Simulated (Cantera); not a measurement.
Input (Python, Cantera) and output of one run.

```python
import numpy as np
import cantera as ct

gas_names = [...]  # 148 gases of nasa_gas.yaml made of Al, C, H, N, O
cond_names = """
    AL(cr) AL(L) ALN(s) AL2O3(a) AL2O3(L) C(gr) C6H6(L) C7H8(L) C8H18(L),n-octa H2O(s) H2O(L)
""".split()


# ... load() reads the species with a 1 bar reference pressure and builds the phases ...
atoms = {
    'Al(CH3)3': {'AL': 1, 'C': 3, 'H': 9},
    'H2O': {'H': 2, 'O': 1},
    'N2': {'N': 2},
}
top_T = {'ALN(s)': 2750, 'C(gr)': 4500}  # K; cautious upper limits of use, not melting points


# ... equilibrate(T, P, feed) seeds the gas with the atoms and calls Mixture.equilibrate('TP', solver="vcs", rtol=1e-11, max_steps=5000) ...
results = []
feed = {'Al(CH3)3': 1, 'H2O': 16, 'N2': 4}  # mol
P = 78  # Pa
for T in [1423, 1473, 1523, 1573, 1623, 1673, 1723, 1773, 1823, 1873]:
    mix = equilibrate(T, P, feed)
    results.append((T, P, feed, dict(zip(mix.species_names, mix.species_moles))))

top = {s: max(r[3][s] / sum(r[3][g] for g in gas_names) for r in results) for s in gas_names}
cols = sorted((s for s in top if top[s] > 0.0001), key=lambda s: -top[s])[:5]
seen = [c for c in cond_names if any(r[3].get(c, 0) > 1e-12 for r in results)]
print("log10 of partial pressures in bar; condensed amounts in mol")
print(f"{'T/K':>10s}" + "".join(f"{s[:9]:>10s}" for s in cols + seen))
for T, P, feed, n in results:
    ng = sum(n[g] for g in gas_names)
    print(f"{T:10.4g}" + "".join(f"{np.log10(max(n[s] / ng * P / 1e5, 1e-99)):10.3f}" for s in cols)
          + "".join(f"{n.get(c, 0):10.4g}" for c in seen))
```

It prints:

```
log10 of partial pressures in bar; condensed amounts in mol
       T/K       H2O        H2        N2        CO       CO2  AL2O3(a)
      1423    -3.524    -3.549    -3.945    -4.237    -4.567       0.5
      1473    -3.522    -3.552    -3.945    -4.226    -4.590       0.5
      1523    -3.520    -3.554    -3.945    -4.217    -4.613       0.5
      1573    -3.519    -3.556    -3.945    -4.209    -4.633       0.5
      1623    -3.518    -3.558    -3.946    -4.202    -4.653       0.5
      1673    -3.517    -3.560    -3.946    -4.196    -4.672       0.5
      1723    -3.516    -3.563    -3.946    -4.191    -4.689       0.5
      1773    -3.516    -3.565    -3.947    -4.186    -4.706       0.5
      1823    -3.516    -3.569    -3.947    -4.183    -4.722       0.5
      1873    -3.517    -3.573    -3.948    -4.180    -4.736       0.5
```

Equilibrium computed with Cantera from the NASA thermochemical tables; the gas is ideal and each condensed phase is pure. The feed counts by its element totals alone.
